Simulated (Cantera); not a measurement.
A perfectly stirred reactor is fed with CH4 : H2O = 1 : 0.38 (molar parts), at 1700000 Pa; it is held at 1575 K, and followed from long to short residence time.

Detailed kinetics in Cantera: GRI-Mech 3.0 (53 species, 325 reactions). GRI-Mech 3.0 stops at C3 and has no aromatics, soot or wall deposition, so with more carbon than oxygen in the feed, carbon stays in small species such as C2H2 where larger ones or solid carbon would form. The pressure lies above the range GRI-Mech 3.0 was tuned for (to about 10 atm).

Question: What does this change do: temperature 1575 to 1448 K?

Answer: 
| quantity | before | after |
|---|---|---|
| x(CH4) at τ = 0.460 s | 0.336 | 0.481 |
| x(H2O) at τ = 0.460 s | 0.164 | 0.237 |
| x(CO) at τ = 0.460 s | 0.0383 | 0.00419 |
| x(O) at τ = 0.460 s | <1e-12 | <1e-12 |
| x(H2) at τ = 0.460 s | 0.365 | 0.199 |
| x(CH4) at τ = 44.0 ms | 0.383 | 0.630 |
| x(H2O) at τ = 44.0 ms | 0.220 | 0.263 |
| x(CO) at τ = 44.0 ms | 0.00576 | 0.000242 |
| x(O) at τ = 44.0 ms | <1e-12 | <1e-12 |
| x(H2) at τ = 44.0 ms | 0.287 | 0.0760 |

Question: What does this change do: H2O 0.38 to 0.043 parts?

Answer: 
| quantity | before | after |
|---|---|---|
| x(CH4) at τ = 0.460 s | 0.336 | 0.444 |
| x(H2O) at τ = 0.460 s | 0.164 | 0.0230 |
| x(CO) at τ = 0.460 s | 0.0383 | 0.00838 |
| x(O) at τ = 0.460 s | <1e-12 | <1e-12 |
| x(H2) at τ = 0.460 s | 0.365 | 0.382 |
| x(CH4) at τ = 44.0 ms | 0.383 | 0.501 |
| x(H2O) at τ = 44.0 ms | 0.220 | 0.0319 |
| x(CO) at τ = 44.0 ms | 0.00576 | 0.000990 |
| x(O) at τ = 44.0 ms | <1e-12 | <1e-12 |
| x(H2) at τ = 44.0 ms | 0.287 | 0.335 |
